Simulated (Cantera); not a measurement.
Feed: 1 mol Pb, 2 mol CO, 72 mol N2, equilibrated at 250000 Pa.

Equilibrium computed with Cantera from the NASA thermochemical tables; the gas is ideal and each condensed phase is pure. Candidate condensed phases: C, Pb, PbO, PbO2, Pb3O4; 27 gas species. Equilibrium is a limit: real reactors are often held back by kinetics, nucleation or transport.

**Question.** At 1125 °C, list the 3 most abundant gas species with their mole fractions, and the condensed phases.

**Answer.** N2 0.970, CO 0.0269, Pb 0.00341. Condensed: C(graphite) + Pb(l).
